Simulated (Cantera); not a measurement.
**Ignition delay**

Mixture: CH₄ : CO : O₂ : N₂ = 1 : 0.17 : 2.13 : 8 (molar parts), equivalence ratio 0.98, at 1000000 Pa, adiabatic and at constant volume. Ignition delay is the time to a rise of 400 K.

Model: GRI-Mech 3.0 (53 species, 325 reactions), integrated in Cantera.

```csv
T0 (K),delay (ms)
1200,5.46
1250,2.86
1300,1.56
1350,0.874
1400,0.505
1450,0.299
```

```yaml
apparent activation energy between 1350 and 1450 K: 170 kJ/mol
```
